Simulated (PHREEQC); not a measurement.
# Buffer

Solution (25 °C): 0.084 mol NaHCO3, 4.4e-05 mol NaOH and 0.028 mol NaCl per kg of water. Closed to the air; pH follows from the charge balance.

The numbers come from PHREEQC with the ion-association model, wateq4f.dat.

No solid was allowed to form.

Task: What pH does the model give?

Result: pH 8.01.

Task: In which forms is Na present?

Result: Na+ 97 %, NaHCO3 2.5 %, NaCO3- 0.5 % of the Na.

Species that the database lacks are ignored.
